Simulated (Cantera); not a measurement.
## Equilibrium for metals in furnace atmospheres: Pb + O2 + CO

Charge: 1 mol Pb, 0.0022 mol O2, 63 mol CO, at 952 °C.

Equilibrium computed with Cantera from the NASA thermochemical tables; the gas is ideal and each condensed phase is pure. Candidate condensed phases: C, Pb, PbO, PbO2, Pb3O4; 15 gas species. Equilibrium is a limit: real reactors are often held back by kinetics, nucleation or transport.

```json
[
 {"P (Pa)": "10", "x CO": "0.984", "x CO2": "6.87e-5", "x Pb": "0.0156", "x Pb2": "1.25e-9", "n C(graphite)": "0", "n Pb(l)": "0"},
 {"P (Pa)": "61", "x CO": "0.984", "x CO2": "6.87e-5", "x Pb": "0.0156", "x Pb2": "7.62e-9", "n C(graphite)": "0", "n Pb(l)": "0"},
 {"P (Pa)": "370", "x CO": "0.984", "x CO2": "6.87e-5", "x Pb": "0.0156", "x Pb2": "4.62e-8", "n C(graphite)": "0", "n Pb(l)": "0"},
 {"P (Pa)": "2200", "x CO": "0.984", "x CO2": "0.000285", "x Pb": "0.0156", "x Pb2": "2.75e-7", "n C(graphite)": "0.0139", "n Pb(l)": "0"},
 {"P (Pa)": "13000", "x CO": "0.991", "x CO2": "0.00171", "x Pb": "0.00719", "x Pb2": "3.44e-7", "n C(graphite)": "0.104", "n Pb(l)": "0.545"},
 {"P (Pa)": "82000", "x CO": "0.988", "x CO2": "0.0107", "x Pb": "0.00114", "x Pb2": "5.45e-8", "n C(graphite)": "0.665", "n Pb(l)": "0.929"},
 {"P (Pa)": "500000", "x CO": "0.941", "x CO2": "0.0592", "x Pb": "0.000187", "x Pb2": "8.94e-9", "n C(graphite)": "3.52", "n Pb(l)": "0.989"},
 {"P (Pa)": "3000000", "x CO": "0.765", "x CO2": "0.235", "x Pb": "3.12e-5", "x Pb2": "1.49e-9", "n C(graphite)": "12.0", "n Pb(l)": "0.998"}
]
```
x: gas mole fraction; n: condensed amount in mol.

From 0.000100 bar to 0.00370 bar nothing is condensed. At 0.0220 bar the condensed part is C(graphite). From 0.130 bar to 30.0 bar the condensed part is C(graphite) + Pb(l). The main Pb-bearing gas is Pb throughout.
